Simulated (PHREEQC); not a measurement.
Dissolve 0.99 mol/kgw NaBr, 0.66 mol/kgw H3BO3 and 0.056 mol/kgw MgCl2 at 20 °C. It is in equilibrium with CO2 at log p = -2 (atm). Otherwise closed; pH follows from the charge balance.

Equilibrium calculation in PHREEQC: Pitzer model, pitzer.dat.

```
Quantity                    Value
-------------------  ------------
pH                           3.67
ionic strength       1.16 mol/kgw
activity of water           0.954
density               1.090 g/cm³
osmotic coefficient         0.934
```

```tsv
species	molality	activity	log γ
Br-	0.990	0.552	-0.254
Na+	0.990	0.744	-0.124
B(OH)3	0.659	0.555	-0.075
Cl-	0.112	0.0665	-0.226
Mg+2	0.0560	0.0271	-0.315
CO2	0.000325	0.000392	0.082
H+	0.000177	0.000213	0.081
B3O3(OH)4-	0.000169	2.62e-5	-0.810
B(OH)4-	4.15e-6	1.44e-6	-0.461
HCO3-	1.65e-6	7.46e-7	-0.345
MgB(OH)4+	1.60e-6	9.76e-7	-0.216
B4O5(OH)4-2	1.30e-8	1.78e-10	-1.864
```

Precipitation was switched off in this run. In brines, pH and single-ion activities rest on the MacInnes convention.
